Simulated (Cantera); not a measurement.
A closed system holds: 1 mol SiH₂Cl₂, 0.2 mol C₂H₂, 2.2 mol H₂, equilibrated at 0.0133 bar.

These are equilibrium values from Cantera (NASA tables, ideal gas, pure condensed phases), not measurements of a reactor. Candidate condensed phases: C, C₆H₆, C₇H₈, C₈H₁₈, Si, SiC; 109 gas species. Mutual solubility and eutectic melting of coexisting phases are not modelled. Gases not in the tables: Si₂H₆ and higher silanes. The numbers say what is thermodynamically allowed, not how fast it happens.

### Question
Which condensed phases are stable at each of these points (T (°C)): 802, 877, 952, 1027, 1102, 1177, 1252, 1327, 1402, 1477, 1552?

### Answer
```
T (°C)  condensed phases  Si condensed (%)
------  ----------------  ----------------
802       Si(s) + SiC(s)              51.8
877       Si(s) + SiC(s)              51.9
952       Si(s) + SiC(s)              50.0
1027      Si(s) + SiC(s)              46.2
1102      Si(s) + SiC(s)              42.5
1177      Si(s) + SiC(s)              40.1
1252              SiC(s)              40.0
1327              SiC(s)              40.0
1402              SiC(s)              40.0
1477              SiC(s)              40.0
1552              SiC(s)              40.0
```

From 802 °C to 1177 °C the condensed part is Si(s) + SiC(s). From 1252 °C to 1552 °C the condensed part is SiC(s).
